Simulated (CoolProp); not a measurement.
Computed with CoolProp (reference Helmholtz-energy equation of state, Lemmon 2006). It is a short technical equation, of lower accuracy than the large ones.

Task: For carbonyl sulfide, give the phase and the cp (kJ/(kg K)) at 402.7 K and 0.212 MPa.

Result: 
- 402.7 K and 0.212 MPa: gas; cp 0.773
